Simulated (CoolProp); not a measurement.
Vapour-liquid equilibrium of m-xylene (1) + n-undecane (2) at 137 kPa; x and y are mole fractions of (1).

The numbers come from the multi-fluid Helmholtz-energy mixture model, Zhou 2012 and Aleksandrov 2011; pair parameters Bell 2016 in CoolProp.

Problem. Give the bubble temperature and the first vapour's composition at x = 0.2, 0.5, 0.65. Is there an azeotrope?

Solution. x = 0.2: 464.8 K, y = 0.450; x = 0.5: 445.5 K, y = 0.789; x = 0.65: 437.9 K, y = 0.881. No azeotrope shows between x = 0.05 and 0.95.

Pair parameters are fitted to limited data, so mixtures are less certain than the pure fluids.
